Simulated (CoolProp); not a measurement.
Vapour pressure (bar) of R1132(E): the reference equation beside estimates from Tc = 348.8 K, pc = 51.74 bar, ω = 0.245. Clausius-Clapeyron is anchored at 271.4 K with a constant enthalpy of vaporisation of 16.23 kJ/mol.

Model: reference Helmholtz-energy equation of state, Akasaka 2024, in CoolProp.

| T (K) | reference | Clausius-Clapeyron | van der Waals | Peng-Robinson |
|---|---|---|---|---|
| 271.4 | 7.728 | 7.728 | 17.42 | 7.681 |
| 281.4 | 10.46 | 9.977 | ? | 10.41 |
| 291.3 | ? | 12.63 | 24.12 | ? |
| 301.2 | 17.92 | 15.74 | 27.98 | 17.90 |
| 311.2 | 22.91 | 19.38 | ? | 22.94 |
| 321.1 | 28.80 | 23.52 | 36.83 | 28.89 |
| 331 | 35.76 | 28.20 | 41.81 | 35.93 |
| 341 | 44.08 | 33.53 | ? | 44.27 |

Problem. Fill in the missing entries.

Solution. 
- 281.4, van der Waals: 20.61
- 291.3, reference: 13.82
- 291.3, Peng-Robinson: 13.78
- 311.2, van der Waals: 32.24
- 341, van der Waals: 47.22

Absolute difference from the reference over all 8 rows, mean and median: Clausius-Clapeyron 13.0 and 13.8 %, van der Waals 55.7 and 48.4 %, Peng-Robinson 0.4 and 0.4 %.
